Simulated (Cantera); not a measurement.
Input: 1 mol SiCl₄, 2 mol Cl₂, 11 mol H₂, at 1 atm.

These are equilibrium values from Cantera (NASA tables, ideal gas, pure condensed phases), not measurements of a reactor. Candidate condensed phases: Si; 19 gas species. The tables' values for SiCl₃ are old estimates; treat these amounts as uncertain. Rates play no part.

x: gas mole fraction; nothing condenses.

```json
[
 {"T (°C)": "250", "x H₂": "0.643", "x HCl": "0.286", "x SiCl₄": "0.0714", "x SiCl₂": "<1e-12", "x SiCl₃": "<1e-12", "x SiHCl₃": "___"},
 {"T (°C)": "350", "x H₂": "0.643", "x HCl": "0.286", "x SiCl₄": "0.0714", "x SiCl₂": "<1e-12", "x SiCl₃": "6.48e-11", "x SiHCl₃": "___"},
 {"T (°C)": "450", "x H₂": "0.643", "x HCl": "0.286", "x SiCl₄": "0.0714", "x SiCl₂": "<1e-12", "x SiCl₃": "7.37e-9", "x SiHCl₃": "___"},
 {"T (°C)": "550", "x H₂": "0.643", "x HCl": "0.286", "x SiCl₄": "0.0712", "x SiCl₂": "8.55e-11", "x SiCl₃": "2.60e-7", "x SiHCl₃": "___"},
 {"T (°C)": "650", "x H₂": "0.642", "x HCl": "0.286", "x SiCl₄": "0.0709", "x SiCl₂": "9.90e-9", "x SiCl₃": "4.17e-6", "x SiHCl₃": "___"},
 {"T (°C)": "750", "x H₂": "0.641", "x HCl": "0.287", "x SiCl₄": "0.0701", "x SiCl₂": "4.39e-7", "x SiCl₃": "3.82e-5", "x SiHCl₃": "___"},
 {"T (°C)": "850", "x H₂": "0.640", "x HCl": "0.289", "x SiCl₄": "0.0686", "x SiCl₂": "9.56e-6", "x SiCl₃": "0.000230", "x SiHCl₃": "___"},
 {"T (°C)": "950", "x H₂": "0.637", "x HCl": "0.291", "x SiCl₄": "0.0658", "x SiCl₂": "0.000120", "x SiCl₃": "0.000995", "x SiHCl₃": "___"},
 {"T (°C)": "1050", "x H₂": "0.632", "x HCl": "0.297", "x SiCl₄": "0.0605", "x SiCl₂": "0.000940", "x SiCl₃": "0.00322", "x SiHCl₃": "___"},
 {"T (°C)": "1150", "x H₂": "0.621", "x HCl": "0.309", "x SiCl₄": "0.0504", "x SiCl₂": "0.00464", "x SiCl₃": "0.00769", "x SiHCl₃": "0.00788"},
 {"T (°C)": "1250", "x H₂": "0.601", "x HCl": "0.329", "x SiCl₄": "0.0355", "x SiCl₂": "0.0141", "x SiCl₃": "0.0129", "x SiHCl₃": "___"},
 {"T (°C)": "1350", "x H₂": "0.579", "x HCl": "0.352", "x SiCl₄": "0.0203", "x SiCl₂": "0.0277", "x SiCl₃": "0.0155", "x SiHCl₃": "___"},
 {"T (°C)": "1450", "x H₂": "0.561", "x HCl": "0.371", "x SiCl₄": "0.00977", "x SiCl₂": "0.0405", "x SiCl₃": "0.0145", "x SiHCl₃": "___"}
]
```

Task: What belongs in the gaps?

Result: 
- 250, x SiHCl₃: 5.45e-7
- 350, x SiHCl₃: 7.44e-6
- 450, x SiHCl₃: 4.80e-5
- 550, x SiHCl₃: 0.000193
- 650, x SiHCl₃: 0.000567
- 750, x SiHCl₃: 0.00132
- 850, x SiHCl₃: 0.00261
- 950, x SiHCl₃: 0.00444
- 1050, x SiHCl₃: 0.00653
- 1250, x SiHCl₃: 0.00728
- 1350, x SiHCl₃: 0.00516
- 1450, x SiHCl₃: 0.00304
